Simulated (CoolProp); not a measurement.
The numbers come from the reference Helmholtz-energy equation of state, de Reuck 1990 in CoolProp.

Problem. For fluorine, give the phase and the cp (kJ/(kg K)), cv (kJ/(kg K)) at 276.5 K and 24.4 kPa; 286.4 K and 20000 kPa.

Solution. 
- 276.5 K and 24.4 kPa: gas; cp 0.814, cv 0.595
- 286.4 K and 20000 kPa: supercritical; cp 1.05, cv 0.634
